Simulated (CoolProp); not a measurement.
The numbers come from the reference Helmholtz-energy equation of state, Lemmon 2013 in CoolProp.

Task: For propylene, give the phase and the Z, isothermal compressibility (1/MPa), expansivity (1/kK) at 542.8 K and 118 bar; 575 K and 118 bar.

Result: 
- 542.8 K and 118 bar: supercritical; Z 0.821, isothermal compressibility 0.0943, expansivity 3.74
- 575 K and 118 bar: supercritical; Z 0.865, isothermal compressibility 0.0914, expansivity 3.11
